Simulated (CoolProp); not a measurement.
Values from CoolProp's reference Helmholtz-energy equation of state, Kamei 1995.

Problem. For R22, give the phase and the cv (kJ/(kg K)), viscosity (µPa s), conductivity (mW/(m K)) at 415.1 K and 23.7 kPa; 415.1 K and 192 kPa.

Solution. 
- 415.1 K and 23.7 kPa: gas; cv 0.680, viscosity 19.1, conductivity 20.1
- 415.1 K and 192 kPa: gas; cv 0.682, viscosity 19.1, conductivity 20.2

Viscosity comes from a separate model (Bell 2016), an estimate that may be off by 10 % or more. Thermal conductivity comes from a separate model (McLinden 2000), an estimate that may be off by 10 % or more.
